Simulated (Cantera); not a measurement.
# Adiabatic ignition

An adiabatic, constant-volume homogeneous reactor starts with CH₄ : CO : O₂ : N₂ = 1 : 0.22 : 1.41 : 7.2 (molar parts), equivalence ratio 1.5, at 1323 K and 1.00 bar.

Cantera simulation using GRI-Mech 3.0 (53 species, 325 reactions); the numbers are that mechanism's predictions, not measurements.

```json
[
 {"t (s)": "2.00e-6", "T (K)": "1323", "P (bar)": "1.00", "x CH₄": "0.102", "x CO": "0.0224", "x O₂": "0.143", "x CH₃": "1.52e-8", "x H₂O": "1.29e-9", "x HCN": "<1e-12", "x CH₂CO": "<1e-12"},
 {"t (s)": "5.02e-6", "T (K)": "1323", "P (bar)": "1.00", "x CH₄": "0.102", "x CO": "0.0224", "x O₂": "0.143", "x CH₃": "4.14e-8", "x H₂O": "5.12e-9", "x HCN": "<1e-12", "x CH₂CO": "<1e-12"},
 {"t (s)": "1.26e-5", "T (K)": "1323", "P (bar)": "1.00", "x CH₄": "0.102", "x CO": "0.0224", "x O₂": "0.143", "x CH₃": "1.09e-7", "x H₂O": "1.66e-8", "x HCN": "<1e-12", "x CH₂CO": "<1e-12"},
 {"t (s)": "3.17e-5", "T (K)": "1323", "P (bar)": "1.000", "x CH₄": "0.102", "x CO": "0.0224", "x O₂": "0.143", "x CH₃": "2.93e-7", "x H₂O": "5.70e-8", "x HCN": "<1e-12", "x CH₂CO": "<1e-12"},
 {"t (s)": "7.96e-5", "T (K)": "1323", "P (bar)": "1.000", "x CH₄": "0.102", "x CO": "0.0224", "x O₂": "0.143", "x CH₃": "8.33e-7", "x H₂O": "2.40e-7", "x HCN": "<1e-12", "x CH₂CO": "3.70e-12"},
 {"t (s)": "0.000200", "T (K)": "1323", "P (bar)": "1.000", "x CH₄": "0.102", "x CO": "0.0224", "x O₂": "0.143", "x CH₃": "2.65e-6", "x H₂O": "1.25e-6", "x HCN": "<1e-12", "x CH₂CO": "2.81e-11"},
 {"t (s)": "0.000502", "T (K)": "1323", "P (bar)": "1.00", "x CH₄": "0.102", "x CO": "0.0224", "x O₂": "0.143", "x CH₃": "8.91e-6", "x H₂O": "7.23e-6", "x HCN": "<1e-12", "x CH₂CO": "2.38e-10"},
 {"t (s)": "0.00126", "T (K)": "1323", "P (bar)": "1.00", "x CH₄": "0.102", "x CO": "0.0224", "x O₂": "0.143", "x CH₃": "2.27e-5", "x H₂O": "4.26e-5", "x HCN": "<1e-12", "x CH₂CO": "2.07e-9"},
 {"t (s)": "0.00317", "T (K)": "1325", "P (bar)": "1.00", "x CH₄": "0.101", "x CO": "0.0224", "x O₂": "0.143", "x CH₃": "3.32e-5", "x H₂O": "0.000212", "x HCN": "<1e-12", "x CH₂CO": "2.19e-8"},
 {"t (s)": "0.00796", "T (K)": "1333", "P (bar)": "1.01", "x CH₄": "0.100", "x CO": "0.0225", "x O₂": "0.142", "x CH₃": "5.74e-5", "x H₂O": "0.00122", "x HCN": "<1e-12", "x CH₂CO": "5.69e-7"},
 {"t (s)": "0.0200", "T (K)": "2715", "P (bar)": "2.20", "x CH₄": "<1e-12", "x CO": "0.0841", "x O₂": "0.000726", "x CH₃": "1.77e-12", "x H₂O": "0.131", "x HCN": "2.79e-8", "x CH₂CO": "<1e-12"},
 {"t (s)": "0.0502", "T (K)": "2715", "P (bar)": "2.20", "x CH₄": "<1e-12", "x CO": "0.0841", "x O₂": "0.000726", "x CH₃": "1.77e-12", "x H₂O": "0.131", "x HCN": "2.80e-8", "x CH₂CO": "<1e-12"},
 {"t (s)": "0.126", "T (K)": "2715", "P (bar)": "2.20", "x CH₄": "<1e-12", "x CO": "0.0841", "x O₂": "0.000726", "x CH₃": "1.77e-12", "x H₂O": "0.131", "x HCN": "2.80e-8", "x CH₂CO": "<1e-12"},
 {"t (s)": "0.317", "T (K)": "2715", "P (bar)": "2.20", "x CH₄": "<1e-12", "x CO": "0.0841", "x O₂": "0.000726", "x CH₃": "1.77e-12", "x H₂O": "0.131", "x HCN": "2.80e-8", "x CH₂CO": "<1e-12"},
 {"t (s)": "0.796", "T (K)": "2715", "P (bar)": "2.20", "x CH₄": "<1e-12", "x CO": "0.0841", "x O₂": "0.000726", "x CH₃": "1.77e-12", "x H₂O": "0.131", "x HCN": "2.80e-8", "x CH₂CO": "<1e-12"},
 {"t (s)": "2.00", "T (K)": "2715", "P (bar)": "2.20", "x CH₄": "<1e-12", "x CO": "0.0841", "x O₂": "0.000726", "x CH₃": "1.77e-12", "x H₂O": "0.131", "x HCN": "2.80e-8", "x CH₂CO": "<1e-12"}
]
```
x: mole fraction; the columns are a selection and need not sum to one.

```yaml
time_of_steepest_temperature_rise: 15.0 ms
temperature at 2.00 s: 2715 K
equilibrium_temperature: 2715 K
x(CH₄) at 2.00 s: <1e-12 (gas-phase equilibrium <1e-12)
x(CO) at 2.00 s: 0.0841 (gas-phase equilibrium 0.0841)
x(O₂) at 2.00 s: 0.000726 (gas-phase equilibrium 0.000726)
```
